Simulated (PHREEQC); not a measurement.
Dissolve 0.073 mol HF, 0.02 mol H2SiF6, 0.34 mol H3PO4 and 0.00061 mol HCl per kg of water at 25 °C. Closed to the air; pH follows from the charge balance.

All values are PHREEQC results (ion-association model, wateq4f.dat), not measurements.

Each row changes one thing in this solution. Precipitation was switched off in this run.

```
case                                    pH  ionic strength (mol/kgw)  H3PO4 (mol/kgw)  HF (mol/kgw)  H2PO4- (mol/kgw)  H2F2 (mol/kgw)
------------------------------------  ----  ------------------------  ---------------  ------------  ----------------  --------------
as made                               1.17                     0.101            0.300        0.0555            0.0396         0.00822
HF left out                           1.19                    0.0974            0.299       0.00726            0.0405        0.000141
H2SiF6 from 0.02 to 0.022 mol/kgw     1.16                     0.106            0.301        0.0555            0.0386         0.00823
HCl from 0.00061 to 0.000549 mol/kgw  1.18                     0.101            0.300        0.0555            0.0396         0.00822
temperature from 25 to 70 °C          1.24                    0.0910            0.310        0.0681            0.0299         0.00214
diluted 10-fold with water            1.84                    0.0182           0.0222       0.00679            0.0118        0.000121
HCl left out                          1.18                     0.101            0.300        0.0555            0.0398         0.00822
H3PO4 from 0.34 to 0.068 mol/kgw      1.35                    0.0729           0.0570        0.0553               ___         0.00809
H2SiF6 left out                       1.34                    0.0541            0.288        0.0554               ___         0.00809
```

Task: Complete the blanks.

Result: 
- H3PO4 from 0.34 to 0.068 mol/kgw, H2PO4- (mol/kgw): 0.0110
- H2SiF6 left out, H2PO4- (mol/kgw): 0.0522

Species that the database lacks are ignored. Some of these states are supersaturated (in Quartz (slow to form), Chalcedony (slow to form), for instance). wateq4f.dat counts part of the HF as a dimer, H2F2, which phreeqc.dat doesn't know; its constant is uncertain. H3PO4, which wateq4f.dat lacks, is added to it with the constant of phreeqc.dat. At this temperature some constants are extrapolated from 25 °C, and those without enthalpy data are left unchanged. SiF6-2 is the database's only silicon fluoride.
